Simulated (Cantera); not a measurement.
Cantera with NASA thermochemical tables; ideal gases at 1 bar, condensed phases pure. Values are per mole of reaction as written; species without (g) are pure solids or liquids, kept so even where they would boil at 1 bar.

a) 2 Pb + O2(g) ⇌ 2 PbO(g)
b) Ta + O2(g) ⇌ TaO2(g)
c) 1.143 Ti + O2(g) ⇌ 0.2857 Ti4O7
d) 0.8 V + O2(g) ⇌ 0.4 V2O5

**Question.** Order these by ΔG° at 875 K, most negative first.

**Answer.** c (-815 kJ), d (-470 kJ), b (-227 kJ), a (25 kJ)
